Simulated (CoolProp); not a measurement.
Vapour-liquid equilibrium of n-heptane (1) + p-xylene (2) at 151.05 °C; x and y are mole fractions of (1).

Computed with CoolProp (multi-fluid Helmholtz-energy mixture model, Span 2003 and Zhou 2012; pair parameters Bell 2016).

Task: Give the bubble pressure and the first vapour's composition at x = 0.35, 0.55, 0.95. Is there an azeotrope?

Result: x = 0.35: 0.2374 MPa, y = 0.585; x = 0.55: 0.2836 MPa, y = 0.744; x = 0.95: 0.3710 MPa, y = 0.974. No azeotrope shows between x = 0.05 and 0.95.

The pair parameters rest on a limited set of measurements; away from them the model extrapolates.
